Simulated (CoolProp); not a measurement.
Ethylene at 298.15 K and 0.178 MPa is throttled through a valve to 0.114 MPa with no heat exchange. Each further row changes one setting.

The numbers come from the reference Helmholtz-energy equation of state, Smukala 2000 in CoolProp.

```tsv
case	temperature change (K)	final density (kg/m³)
as stated	?	1.30
outlet pressure 0.0342 MPa	?	?
outlet pressure 0.148 MPa	?	?
```

Problem. Some entries are withheld; supply them.

Solution. 
- as stated, temperature change (K): -0.7
- outlet pressure 0.0342 MPa, temperature change (K): -1.5
- outlet pressure 0.0342 MPa, final density (kg/m³): 0.390
- outlet pressure 0.148 MPa, temperature change (K): -0.3
- outlet pressure 0.148 MPa, final density (kg/m³): 1.69
